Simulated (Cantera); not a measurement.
An isothermal, constant-pressure homogeneous reactor starts with NH3 : H2 = 1 : 15 (molar parts), at 1850 K and 3800 Pa.

Model: the gas-phase N/H chemistry of the illustrative SiF4/NH3 mechanism in the Surface Chemkin manual (1991), integrated in Cantera. Walls and surfaces, which speed up NH3 decomposition in real reactors, are not modelled.

### Question
Predict: x(NH3) at 3.00 s; x(H2) at 3.00 s; x(H) at 3.00 s; x(N2H2) at 3.00 s; x(N2) at 3.00 s; x(NH2) at 3.00 s.

### Answer
| Quantity | Value |
|---|---|
| x(NH3) at 3.00 s | 0.0359 (gas-phase equilibrium 1.62e-7) |
| x(H2) at 3.00 s | 0.951 (gas-phase equilibrium 0.968) |
| x(H) at 3.00 s | 0.000706 (gas-phase equilibrium 0.00274) |
| x(N2H2) at 3.00 s | 7.49e-8 (gas-phase equilibrium <1e-12) |
| x(N2) at 3.00 s | 0.0125 (gas-phase equilibrium 0.0294) |
| x(NH2) at 3.00 s | 7.30e-5 (gas-phase equilibrium 1.26e-9) |
